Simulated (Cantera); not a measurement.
What does this Cantera script print?

```python
import numpy as np
import cantera as ct

gas = ct.Solution("gri30.yaml")


def delay(T, t_max=10):
    gas.TPX = T, 1100000, {'CH3OH': 1, 'O2': 2.73, 'N2': 10.3}
    reactor = ct.IdealGasConstPressureReactor(gas, clone=False)
    net = ct.ReactorNet([reactor])
    net.rtol, net.atol = 1e-8, 1e-16
    while net.time < t_max:
        t_old, T_old = net.time, reactor.T
        net.step()
        if reactor.T > T + 400:  # ignition: a rise of 400 K
            return t_old + (T + 400 - T_old) / (reactor.T - T_old) * (net.time - t_old)
    return np.nan


taus = []
for T in [1048, 1123, 1198, 1273, 1348, 1423, 1498]:
    taus.append(delay(T))
    print(f"T0 = {T:6g} K   tau = {taus[-1]:.4e} s")
```

It prints:

```
T0 =   1048 K   tau = 3.0116e-02 s
T0 =   1123 K   tau = 6.3707e-03 s
T0 =   1198 K   tau = 1.6466e-03 s
T0 =   1273 K   tau = 5.0781e-04 s
T0 =   1348 K   tau = 1.8355e-04 s
T0 =   1423 K   tau = 7.6511e-05 s
T0 =   1498 K   tau = 3.6109e-05 s
```

Model: GRI-Mech 3.0 (53 species, 325 reactions), integrated in Cantera. GRI-Mech 3.0 was tuned for natural gas; its chemistry of methanol as a main component is partial and can be far from experiment.
